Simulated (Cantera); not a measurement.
An isothermal, constant-pressure homogeneous reactor starts with 0.239 % CH4, 0.298 % O2, 99.5 % N2, equivalence ratio 1.6, at 1550 K and 2.37 atm.

Computed with Cantera and GRI-Mech 3.0 (53 species, 325 reactions).

### Question
Predict: x(CH4) at 4.00 s; x(CO) at 4.00 s.

### Answer
```
Property                                            Value
----------------  ---------------------------------------
x(CH4) at 4.00 s   2.29e-5 (gas-phase equilibrium <1e-12)
x(CO) at 4.00 s   0.00149 (gas-phase equilibrium 0.00159)
```
